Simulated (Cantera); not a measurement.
An adiabatic, constant-pressure homogeneous reactor starts with CO : H₂ : O₂ : N₂ = 1 : 0.55 : 1.02 : 12.2 (molar parts), equivalence ratio 0.76, at 1650 K and 7500 Torr. Integrator tolerance rtol = 1e-08.

Cantera simulation using GRI-Mech 3.0 (53 species, 325 reactions); the numbers are that mechanism's predictions, not measurements. The hydrogen kinetics of GRI-Mech 3.0 are dated; newer H2 mechanisms differ, most at raised pressure.

What does this change do: initial temperature 1650 to 1423 K?


```
quantity                                                              before                                      after
---------------------------------  -----------------------------------------  -----------------------------------------
time of steepest temperature rise                                    3.10 µs                                    7.11 µs
temperature at 8.00 s                                                 2379 K                                     2191 K
equilibrium temperature                                               2379 K                                     2191 K
x(CO) at 8.00 s                      0.00322 (gas-phase equilibrium 0.00322)    0.00100 (gas-phase equilibrium 0.00100)
x(H₂) at 8.00 s                    0.000308 (gas-phase equilibrium 0.000308)  0.000105 (gas-phase equilibrium 0.000105)
x(O₂) at 8.00 s                        0.0160 (gas-phase equilibrium 0.0160)      0.0160 (gas-phase equilibrium 0.0160)
x(O) at 8.00 s                     0.000312 (gas-phase equilibrium 0.000312)  0.000103 (gas-phase equilibrium 0.000103)
x(CO₂) at 8.00 s                       0.0681 (gas-phase equilibrium 0.0681)      0.0704 (gas-phase equilibrium 0.0704)
x(N₂O) at 8.00 s                     9.83e-7 (gas-phase equilibrium 9.83e-7)    6.64e-7 (gas-phase equilibrium 6.64e-7)
x(NO) at 8.00 s                      0.00534 (gas-phase equilibrium 0.00534)    0.00360 (gas-phase equilibrium 0.00360)
```

What does this change do: N2 12.2 to 8.5 parts?


```tsv
quantity	before	after
time of steepest temperature rise	3.10 µs	2.32 µs
temperature at 8.00 s	2379 K	2563 K
equilibrium temperature	2379 K	2563 K
x(CO) at 8.00 s	0.00322 (gas-phase equilibrium 0.00322)	0.00933 (gas-phase equilibrium 0.00933)
x(H₂) at 8.00 s	0.000308 (gas-phase equilibrium 0.000308)	0.000842 (gas-phase equilibrium 0.000842)
x(O₂) at 8.00 s	0.0160 (gas-phase equilibrium 0.0160)	0.0230 (gas-phase equilibrium 0.0230)
x(O) at 8.00 s	0.000312 (gas-phase equilibrium 0.000312)	0.000946 (gas-phase equilibrium 0.000946)
x(CO₂) at 8.00 s	0.0681 (gas-phase equilibrium 0.0681)	0.0871 (gas-phase equilibrium 0.0871)
x(N₂O) at 8.00 s	9.83e-7 (gas-phase equilibrium 9.83e-7)	1.55e-6 (gas-phase equilibrium 1.55e-6)
x(NO) at 8.00 s	0.00534 (gas-phase equilibrium 0.00534)	0.00865 (gas-phase equilibrium 0.00865)
```
